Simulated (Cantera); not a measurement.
Mixture: CH4 : O2 : N2 : H2O = 1 : 1.82 : 6.84 : 2.1 (molar parts), equivalence ratio 1.1, at 5.00 bar, adiabatic and at constant volume. Ignition delay is the time to a rise of 400 K.

Cantera simulation using GRI-Mech 3.0 (53 species, 325 reactions); the numbers are that mechanism's predictions, not measurements.

Question: Predict: delay at 1250 K; delay at 1400 K; delay at 1550 K; delay at 1700 K; delay at 1850 K; apparent activation energy between 1700 and 1850 K.

Answer: 
- delay at 1250 K: 6.70 ms
- delay at 1400 K: 1.34 ms
- delay at 1550 K: 0.289 ms
- delay at 1700 K: 70.7 µs
- delay at 1850 K: 21.7 µs
- apparent activation energy between 1700 and 1850 K: 210 kJ/mol
